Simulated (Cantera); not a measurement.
Feed: 1 mol C₃H₈, a varied amount of CO₂, 5.3 mol N₂, equilibrated at 2800 °C and 4.90 bar.

Cantera equilibrium calculation (NASA polynomials, part measured and part estimated; ideal gas, pure solids and liquids). Candidate condensed phases: C, C₆H₆, C₇H₈, C₈H₁₈, H₂O; 136 gas species. The numbers say what is thermodynamically allowed, not how fast it happens.

Question: Which condensed phases are stable at each of these points (n(CO₂) (mol)): 0.59, 1.3, 1.9, 2.6, 3.3, 3.9, 4.6?

Answer: 
```csv
n(CO₂) (mol),condensed phases,C condensed (%)
0.59,C(graphite),23.5
1.3,C(graphite),3.2
1.9,gas only,0.0
2.6,gas only,0.0
3.3,gas only,0.0
3.9,gas only,0.0
4.6,gas only,0.0
```

From 0.59 mol CO₂ to 1.3 mol CO₂ the condensed part is C(graphite). From 1.9 mol CO₂ to 4.6 mol CO₂ nothing is condensed.
